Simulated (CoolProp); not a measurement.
The fluid at 311.18 K and 2.8 MPa is compressed adiabatically to 6.07 MPa with isentropic efficiency 0.85. The same conditions are run with several fluids, on thermodynamics alone (safety and materials aside).

Model: reference Helmholtz-energy equation of state of each fluid (C2F6 (R116): Lemmon 2006; CF4 (R14): Platzer 1990; carbon dioxide: Span 1996; carbon monoxide: Lemmon 2006; ethylene: Smukala 2000), in CoolProp. The equations of Platzer and Polt are older, rougher fits.

```tsv
fluid	work (kJ/kg)	final temperature (K)	final phase	final density (kg/m³)
C2F6 (R116)	11.2	346.2	supercritical	490
CF4 (R14)	25.7	354.9	supercritical	200
carbon dioxide	50.5	379.7	gas	98.1
carbon monoxide	94.8	402.4	supercritical	49.9
ethylene	75.8	371.3	supercritical	66.8
```
